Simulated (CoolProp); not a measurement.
Properties of R1234yf along the isobar 0.209 MPa (Tc = 367.8 K, pc = 3.384 MPa, ω = 0.276).

Values from CoolProp's reference Helmholtz-energy equation of state, Lemmon 2022.

```tsv
T (K)	phase	Joule-Thomson coefficient (K/MPa)	fugacity coefficient
214.2	liquid	-0.3772	0.1065
222.7	liquid	-0.3580	0.1715
231.3	liquid	-0.3358	0.2656
239.9	liquid	-0.3105	0.3954
248.4	liquid	-0.2817	0.5661
257	liquid	(withheld)	0.7891
265.5	gas	28.58	0.9335
274.1	gas	25.44	0.9405
282.6	gas	22.81	0.9465
291.2	gas	(withheld)	0.9517
299.8	gas	18.59	0.9563
308.3	gas	(withheld)	0.9603
316.9	gas	15.45	0.9639
325.4	gas	14.18	0.9670
```

Task: Fill in the missing entries.

Result: 
- 257, Joule-Thomson coefficient (K/MPa): -0.2479
- 291.2, Joule-Thomson coefficient (K/MPa): 20.54
- 308.3, Joule-Thomson coefficient (K/MPa): 16.92
